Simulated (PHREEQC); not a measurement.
0.038 g of hydrous ferric oxide (600 m²/g; 0.2 weak and 0.005 strong sites per Fe, Dzombak-Morel constants, diffuse double layer) in 1 kg of water with 0.005 mol/kgw of an inert sodium salt and 3.3e-06 mol/kgw SrCl2, at 25 °C; the pH is set by adding NaOH or the inert anion's acid. O2 is buffered at 0.21 atm. No CO2 enters from the air. Precipitation was switched off in this run.

Base run: PHREEQC, ion-association model, wateq4f.dat. Each further column changes one thing. The table gives surface charge σ (C/m²).

| pH | base | background salt from 0.005 to 0.0005 mol/kgw | oxide from 0.038 to 0.19 g/kgw | 1.9e-05 mol/kgw MgCl2 added |
|---|---|---|---|---|
| 3 | 0.302 | 0.238 | 0.303 | 0.303 |
| 4.33 | 0.147 | 0.072 | 0.148 | 0.148 |
| 5 | 0.090 | [?] | 0.090 | 0.091 |
| 6.33 | 0.027 | [?] | 0.027 | 0.027 |
| 7.67 | 0.004 | [?] | 0.004 | 0.004 |
| 9 | -0.008 | [?] | -0.009 | -0.005 |
| 9.67 | -0.019 | -0.007 | -0.021 | -0.011 |
| 11 | -0.073 | [?] | -0.079 | -0.045 |

**Question.** Some entries are withheld; supply them.

**Answer.** 
- 5, background salt from 0.005 to 0.0005 mol/kgw: 0.039
- 6.33, background salt from 0.005 to 0.0005 mol/kgw: 0.010
- 7.67, background salt from 0.005 to 0.0005 mol/kgw: 0.001
- 9, background salt from 0.005 to 0.0005 mol/kgw: -0.003
- 11, background salt from 0.005 to 0.0005 mol/kgw: -0.044

The oxide is taken as insoluble; below pH 4 it would dissolve.
